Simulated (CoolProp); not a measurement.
The numbers come from the reference Helmholtz-energy equation of state, Lemmon 2009 in CoolProp.

Task: For propane, give the phase and the Z, cp (kJ/(kg K)), speed of sound (m/s), isothermal compressibility (1/MPa) at 127.3 K and 3.66 bar; 314.4 K and 2.42 bar.

Result: 
- 127.3 K and 3.66 bar: liquid; Z 0.0221, cp 1.97, speed of sound 1850, isothermal compressibility 0.000621
- 314.4 K and 2.42 bar: gas; Z 0.967, cp 1.78, speed of sound 251, isothermal compressibility 4.28
